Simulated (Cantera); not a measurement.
A perfectly stirred reactor is fed with 12.3 % H2, 87.7 % O2, at 3700 Pa; it is held at 1075 K, and followed from long to short residence time.

Computed with Cantera and the H2/O2 subset of GRI-Mech 3.0, which has no nitrogen chemistry. Radical loss at walls, strong at low pressure, is not modelled. The temperature is held fixed by assumption; the heat of reaction is taken as removed at once.

### Question
Predict: x(H2) at τ = 2.60 s; x(O2) at τ = 2.60 s; x(O) at τ = 2.60 s; x(HO2) at τ = 2.60 s; x(H2O) at τ = 2.60 s; x(H2) at τ = 26.0 ms; x(O2) at τ = 26.0 ms; x(O) at τ = 26.0 ms; x(HO2) at τ = 26.0 ms; x(H2O) at τ = 26.0 ms.

### Answer
```
Quantity                 Result
---------------------  --------
x(H2) at τ = 2.60 s    0.000216
x(O2) at τ = 2.60 s       0.869
x(O) at τ = 2.60 s     0.000277
x(HO2) at τ = 2.60 s    4.41e-6
x(H2O) at τ = 2.60 s      0.130
x(H2) at τ = 26.0 ms    0.00327
x(O2) at τ = 26.0 ms      0.863
x(O) at τ = 26.0 ms     0.00487
x(HO2) at τ = 26.0 ms   2.02e-5
x(H2O) at τ = 26.0 ms     0.125
```
